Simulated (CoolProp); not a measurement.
The fluid at 298.15 K and 0.0903 MPa (gas) is heated at constant pressure to 331.2 K. The same conditions are run with several fluids, on thermodynamics alone (safety and materials aside).

Computed with CoolProp (reference Helmholtz-energy equation of state of each fluid (propane: Lemmon 2009; hydrogen chloride: Thol 2018; R21: Platzer 1990; R410A: Lemmon 2003; R124: de Vries 1995)). The equations of Platzer and Polt are older, rougher fits. Blends and air are pseudo-pure fits.

Task: Rank propane, hydrogen chloride, R21, R410A, R124 by heat (kJ/kg), highest first.

Result: propane (57.9), R410A (27.9), hydrogen chloride (26.7), R124 (25.1), R21 (20.7)

```tsv
fluid	final density (kg/m³)
propane	1.46
hydrogen chloride	1.20
R21	3.44
R410A	2.40
R124	4.55
```
